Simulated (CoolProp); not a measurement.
Vapour-liquid equilibrium of propane (1) + R113 (2) at 273.7 K; x and y are mole fractions of (1).

The numbers come from the multi-fluid Helmholtz-energy mixture model, Lemmon 2009 and Marx 1992; pair parameters Bell 2016 in CoolProp.

| x | bubble pressure (kPa) | y at the bubble point | dew pressure at overall composition x (kPa) | liquid density (mol/L) |
|---|---|---|---|---|
| 0.05 | 44.56 | 0.665 | 16.25 | 8.780 |
| 0.125 | 86.92 | 0.838 | 17.62 | 8.984 |
| 0.2 | 127.3 | 0.896 | 19.23 | 9.194 |
| 0.275 | 165.4 | 0.925 | 21.18 | 9.412 |
| 0.35 | 201.2 | 0.943 | 23.56 | 9.638 |
| 0.425 | 235.0 | 0.955 | 26.54 | 9.872 |
| 0.5 | 267.2 | 0.964 | 30.38 | 10.12 |
| 0.575 | 298.2 | 0.971 | 35.52 | 10.37 |
| 0.65 | 328.5 | 0.977 | 42.75 | 10.63 |
| 0.725 | 358.9 | 0.982 | 53.66 | 10.90 |
| 0.8 | 390.0 | 0.987 | 72.01 | 11.18 |
| 0.875 | 422.6 | 0.992 | 109.2 | 11.47 |
| 0.95 | 457.5 | 0.997 | 220.4 | 11.77 |

No azeotrope shows between x = 0.05 and 0.95.

The pair parameters rest on a limited set of measurements; away from them the model extrapolates.
